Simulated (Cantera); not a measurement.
A Cantera script and its output.

```python
import numpy as np
import cantera as ct

gas = ct.Solution("gri30.yaml")
gas.TPX = 1625, 1900000, {'CO': 1, 'H2': 0.29, 'O2': 0.358, 'N2': 1.35}
reactor = ct.IdealGasConstPressureReactor(gas, energy="on", clone=False)
net = ct.ReactorNet([reactor])
net.rtol, net.atol = 1e-08, 1e-16
show = ['CO', 'H2', 'O2', 'OH', 'NO']
times = np.geomspace(7e-06, 0.4, 11)

steps = ct.SolutionArray(gas, extra=["t"])
rows = []
print(f"{'t/s':>10s}{'T/K':>9s}{'P/Pa':>11s}" + "".join(f"{s:>11s}" for s in show))
for t in times:
    while net.time < t:
        t_next = net.step()
        steps.append(gas.state, t=t_next)
    rows.append([np.interp(t, steps.t, y) for y in (steps.T, steps.P, *steps(*show).X.T)])
    print(f"{t:10.3e}{rows[-1][0]:9.1f}{rows[-1][1]:11.4g}" + "".join(f"{x:11.3e}" for x in rows[-1][2:]))
rate = np.gradient(steps.T, steps.t)
print("integrator steps:", len(steps.t))
if steps.T.max() > steps.T[0] + 200:
    print(f"time of steepest temperature rise: {steps.t[rate.argmax()]:.4e} s")
gas.TPX = 1625, 1900000, {'CO': 1, 'H2': 0.29, 'O2': 0.358, 'N2': 1.35}
gas.equilibrate("HP")
print(f"equilibrium (HP): T = {gas.T:.1f} K  " + "  ".join(f"{s} {gas[s].X[0]:.3e}" for s in show))
```

Result:

```
       t/s      T/K       P/Pa         CO         H2         O2         OH         NO
 7.000e-06   3084.5    1.9e+06  2.185e-01  1.555e-02  6.930e-03  1.250e-02  9.899e-04
 2.093e-05   3099.1    1.9e+06  2.177e-01  1.553e-02  5.867e-03  1.168e-02  2.630e-03
 6.259e-05   3089.1    1.9e+06  2.187e-01  1.576e-02  5.363e-03  1.120e-02  5.312e-03
 1.871e-04   3084.4    1.9e+06  2.192e-01  1.587e-02  5.140e-03  1.098e-02  6.546e-03
 5.596e-04   3084.3    1.9e+06  2.192e-01  1.587e-02  5.134e-03  1.098e-02  6.580e-03
 1.673e-03   3084.3    1.9e+06  2.192e-01  1.587e-02  5.134e-03  1.098e-02  6.580e-03
 5.004e-03   3084.3    1.9e+06  2.192e-01  1.587e-02  5.134e-03  1.098e-02  6.580e-03
 1.496e-02   3084.3    1.9e+06  2.192e-01  1.587e-02  5.134e-03  1.098e-02  6.580e-03
 4.474e-02   3084.3    1.9e+06  2.192e-01  1.587e-02  5.134e-03  1.098e-02  6.580e-03
 1.338e-01   3084.3    1.9e+06  2.192e-01  1.587e-02  5.134e-03  1.098e-02  6.580e-03
 4.000e-01   3084.3    1.9e+06  2.192e-01  1.587e-02  5.134e-03  1.098e-02  6.580e-03
integrator steps: 1129
time of steepest temperature rise: 8.6926e-07 s
equilibrium (HP): T = 3084.3 K  CO 2.192e-01  H2 1.587e-02  O2 5.134e-03  OH 1.098e-02  NO 6.580e-03
```

Detailed kinetics in Cantera: GRI-Mech 3.0 (53 species, 325 reactions). The hydrogen kinetics of GRI-Mech 3.0 are dated; newer H2 mechanisms differ, most at raised pressure. The pressure lies above the range GRI-Mech 3.0 was tuned for (to about 10 atm). Above 3000 K some thermodynamic fits are extrapolated.
